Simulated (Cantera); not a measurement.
Ignition delay

Mixture: CO : H₂ : CH₄ : O₂ : N₂ : H₂O = 1 : 0.58 : 0.083 : 0.531 : 2 : 0.11 (molar parts), at 3200000 Pa, adiabatic and at constant pressure. Ignition delay is the time to a rise of 400 K.

Detailed kinetics in Cantera: GRI-Mech 3.0 (53 species, 325 reactions). The pressure lies above the range GRI-Mech 3.0 was tuned for (to about 10 atm). Below about 1000 K GRI-Mech 3.0 lacks low-temperature oxidation paths. Below about 950 K walls govern HO2 and H2O2 in real vessels.

```
T0 (K)  delay (ms)
------  ----------
873           51.7
923           13.7
973           4.21
1023          1.45
1073         0.550
1123         0.225
1173        0.0990
1223        0.0464
```

```
Quantity                                                 Value
--------------------------------------------------  ----------
apparent activation energy between 1123 and 1223 K  180 kJ/mol
```
